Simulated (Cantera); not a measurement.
A Cantera script and what it prints.

```python
import numpy as np
import cantera as ct

gas_names = """
    CH3 C3H8
""".split()
cond_names = """
    TaC(s) TaC(L) Ta(cr) Ta(L)
""".split()


def load(file, names, dense=False):
    # The tables refer to 1 bar. Condensed volumes are neglected.
    table = {s.name: s for s in ct.Species.list_from_file(file)}
    out = []
    for n in names:
        d = dict(table[n].input_data)
        d["thermo"] = dict(d["thermo"], **{"reference-pressure": 1e5})
        if dense:
            d["equation-of-state"] = {"model": "constant-volume", "density": "1e6 g/cm^3"}
        out.append(ct.Species.from_dict(d))
    return out


species = {s.name: s for s in load("nasa_gas.yaml", gas_names) + load("nasa_condensed.yaml", cond_names)}
# Each term lists the table entries of one substance; the one whose range holds T is used.
reactions = {
    '8 CH3(g) + TaC = Ta + 3 C3H8(g)':
        [(-8, ['CH3']), (-1, ['TaC(s)', 'TaC(L)']), (1, ['Ta(cr)', 'Ta(L)']), (3, ['C3H8'])],
}


def pick(names, T):
    return next(species[n] for n in names if species[n].thermo.min_temp <= T <= species[n].thermo.max_temp)


results = []
for label, terms in reactions.items():
    print(label)
    print("     T/K   dH/kJ  dS/(J/K)   dG/kJ   log10 K")
    for T in [300, 2498, 2548, 2598, 2648, 2698, 2748, 2798, 2848, 2898, 2948]:
        used = [(nu, pick(names, T)) for nu, names in terms]
        dH = sum(nu * s.thermo.h(T) for nu, s in used) / 1e6
        dS = sum(nu * s.thermo.s(T) for nu, s in used) / 1e3
        dG = dH - T * dS / 1e3
        logK = -dG * 1e6 / (ct.gas_constant * T * np.log(10))
        results.append((label, T, dH, dS, dG, logK, [s.name for _, s in used]))
        print(f"{T:8g} {dH:8.1f} {dS:8.1f} {dG:8.1f} {logK:8.2f}")
```

Output:

```
8 CH3(g) + TaC = Ta + 3 C3H8(g)
     T/K   dH/kJ  dS/(J/K)   dG/kJ   log10 K
     300  -1345.3   -742.6  -1122.5   195.45
    2498  -1288.0   -739.2    558.5   -11.68
    2548  -1285.3   -738.1    595.4   -12.21
    2598  -1282.7   -737.1    632.3   -12.71
    2648  -1280.0   -736.1    669.1   -13.20
    2698  -1277.3   -735.0    705.9   -13.67
    2748  -1274.6   -734.1    742.6   -14.12
    2798  -1271.9   -733.1    779.3   -14.55
    2848  -1269.1   -732.1    815.9   -14.96
    2898  -1266.4   -731.2    852.5   -15.37
    2948  -1263.7   -730.2    889.0   -15.75
```

Standard-state values (1 bar) from the NASA 1993 polynomials, evaluated with Cantera. TaC: taken at fixed stoichiometry. Condensed species are held in their standard states even where they would react or evaporate.
